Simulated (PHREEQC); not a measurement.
**Acid rinse or clean (model solution)**

Dissolve 180 mmol/kgw HBr, 100 mmol/kgw NaCl and 0.76 mmol/kgw MnSO4 at 4.9 °C. Closed to the air; pH follows from the charge balance.

The numbers come from PHREEQC with the ion-association model, phreeqc.dat.

This is a speciation only: nothing precipitates in the calculation.

Task: Estimate the pH, activity of water.

Result: pH 0.85; activity of water 0.990.

Task: In which forms is S present?

Result: HSO4- 75 %, SO4-2 23 %, NaSO4- 2.7 % of the S.

Constants without temperature data keep their 25 °C values here.
